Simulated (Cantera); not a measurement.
An isothermal, constant-pressure homogeneous reactor starts with CO : O2 : H2O : N2 = 0.015 : 0.0098 : 0.0003 : 1 (molar parts), equivalence ratio 0.77, at 925 K and 0.326 atm.

Cantera simulation using GRI-Mech 3.0 (53 species, 325 reactions); the numbers are that mechanism's predictions, not measurements.

Q: Predict: x(CO) at 40.0 s; x(O2) at 40.0 s; x(H2O) at 40.0 s; x(H2O2) at 40.0 s; x(NO) at 40.0 s; x(H) at 40.0 s; x(O) at 40.0 s.

A: 
```json
{
  "x(CO) at 40.0 s": "0.00772 (gas-phase equilibrium 2.10e-12)",
  "x(O2) at 40.0 s": "0.00611 (gas-phase equilibrium 0.00226)",
  "x(H2O) at 40.0 s": "0.000286 (gas-phase equilibrium 0.000295)",
  "x(H2O2) at 40.0 s": "4.96e-8 (gas-phase equilibrium <1e-12)",
  "x(NO) at 40.0 s": "4.67e-9 (gas-phase equilibrium 1.49e-6)",
  "x(H) at 40.0 s": "1.73e-7 (gas-phase equilibrium <1e-12)",
  "x(O) at 40.0 s": "1.89e-6 (gas-phase equilibrium 1.12e-12)"
}
```
